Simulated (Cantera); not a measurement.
A Cantera script and its output.

```python
import numpy as np
import cantera as ct

gas = ct.Solution("gri30.yaml")
gas.TPX = 300, 40000, {'CH4': 1, 'O2': 2.22, 'N2': 8.36}
flame = ct.FreeFlame(gas, width=0.076)
flame.set_refine_criteria(ratio=3, slope=0.08, curve=0.16)
flame.transport_model = "mixture-averaged"
flame.solve(loglevel=0, auto=True)
z, T = flame.grid, flame.T
thick = (T[-1] - T[0]) / np.gradient(T, z).max()
show = ['CH4', 'O2', 'H2O', 'CH3', 'C2H2', 'CO']
print(f"laminar burning velocity  {flame.velocity[0] * 100:.3f} cm/s")
print(f"burnt temperature         {T[-1]:.1f} K")
print(f"thermal thickness         {thick * 1e3:.4f} mm")
print(f"grid points               {len(z)}")
z0 = z[flame.heat_release_rate.argmax()]
print(f"{'z/mm':>9s}{'T/K':>9s}{'u/(m/s)':>9s}" + "".join(f"{s:>11s}" for s in show))
rows = []
for k in (-3, -2, -1.5, -1, -0.5, -0.25, 0, 0.25, 0.5, 1, 2, 4, 8):
    zz = z0 + k * thick
    rows.append([k * thick, np.interp(zz, z, T), np.interp(zz, z, flame.velocity),
                 *(np.interp(zz, z, flame.X[gas.species_index(s)]) for s in show)])
    print(f"{rows[-1][0] * 1e3:9.3f}{rows[-1][1]:9.1f}{rows[-1][2]:9.3f}" + "".join(f"{x:11.3e}" for x in rows[-1][3:]))
```

It prints:

```
laminar burning velocity  45.671 cm/s
burnt temperature         2128.2 K
thermal thickness         0.9570 mm
grid points               145
     z/mm      T/K  u/(m/s)        CH4         O2        H2O        CH3       C2H2         CO
   -2.871    300.0    0.457  8.633e-02  1.917e-01  2.777e-06  5.489e-10  3.026e-11  2.916e-07
   -1.914    300.5    0.458  8.621e-02  1.915e-01  6.049e-05  1.169e-08  1.091e-09  7.313e-06
   -1.435    303.6    0.463  8.590e-02  1.910e-01  4.108e-04  7.164e-08  1.099e-08  5.538e-05
   -0.957    342.9    0.526  8.344e-02  1.883e-01  4.839e-03  9.080e-07  2.597e-07  8.009e-04
   -0.478    750.0    1.166  6.108e-02  1.584e-01  4.624e-02  1.381e-04  6.580e-06  1.153e-02
   -0.239   1178.5    1.848  3.450e-02  1.189e-01  8.833e-02  1.128e-03  2.017e-05  2.684e-02
    0.000   1571.1    2.480  8.464e-03  7.250e-02  1.291e-01  1.386e-03  3.895e-05  4.191e-02
    0.239   1724.2    2.719  6.180e-04  4.623e-02  1.468e-01  1.518e-04  6.378e-06  3.938e-02
    0.478   1765.5    2.773  2.224e-05  3.751e-02  1.500e-01  5.861e-06  1.481e-07  3.074e-02
    0.957   1812.4    2.831  2.936e-08  3.274e-02  1.503e-01  8.750e-09  5.383e-11  2.163e-02
    1.914   1872.3    2.911  1.974e-12  2.999e-02  1.526e-01  6.877e-13  1.069e-15  1.691e-02
    3.828   1942.5    3.008  1.151e-17  2.756e-02  1.570e-01  8.510e-17  1.078e-22  1.421e-02
    7.656   2011.3    3.101  3.094e-18  2.506e-02  1.617e-01  2.064e-17  3.114e-23  1.105e-02
```

Computed with Cantera and GRI-Mech 3.0 (53 species, 325 reactions). Burning velocities carry a grid error of a few per cent, more on coarse grids.
